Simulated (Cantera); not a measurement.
A closed system holds: 1 mol SiH4, 0.33 mol HCl, 240 mol H2, held at 0.280 bar.

Method: chemical equilibrium by Gibbs-energy minimisation in Cantera with the NASA 1993 tables (ideal gas, pure condensed phases). Candidate condensed phases: Si; 19 gas species. The numbers say what is thermodynamically allowed, not how fast it happens.

**Question.** At 600 °C, list the 5 most abundant gas species with their mole fractions, and the condensed phases.

**Answer.** H2 0.999, HCl 0.000699, SiHCl3 0.000135, SiCl4 4.41e-5, SiH2Cl2 3.77e-5. Condensed: Si(s).
